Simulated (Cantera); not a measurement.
A closed system holds: 1 mol Si, 1.9 mol NF3, equilibrated at 798 K and 13.0 Pa.

These are equilibrium values from Cantera (NASA tables, ideal gas, pure condensed phases), not measurements of a reactor. Candidate condensed phases: Si, Si3N4; 16 gas species. Kinetics and transport are ignored.

Base state: SiF4 0.311, N2 0.295, F 0.259, F2 0.134, NF3 7.42e-5 (mole fractions); condensed: gas only.

Question: What changes in the equilibrium state with this change: pressure from 13.0 Pa to 6.70 mbar?

Answer: 
```tsv
species	before	after
SiF4	0.311	0.352
N2	0.295	0.329
F2	0.134	0.258
F	0.259	0.0500
NF3	7.42e-5	0.0107
```

Question: What changes in the equilibrium state with this change: NF3 from 1.9 to 1.2 mol?

Answer: 
```json
[
 {"species": "SiF4", "before": "0.311", "after": "0.628"},
 {"species": "N2", "before": "0.295", "after": "0.372"},
 {"species": "F", "before": "0.259", "after": "<1e-9"},
 {"species": "F2", "before": "0.134", "after": "<1e-9"},
 {"species": "NF3", "before": "7.42e-5", "after": "<1e-9"},
 {"species": "Si3N4(s), mol", "before": "0", "after": "0.0333"}
]
```

Question: What changes in the equilibrium state with this change: temperature from 798 K to 1623 K?

Answer: 
```csv
species,before,after
F,0.259,0.466
SiF4,0.311,0.274
N2,0.295,0.260
F2,0.134,1.37e-6
NF3,7.42e-5,<1e-9
```
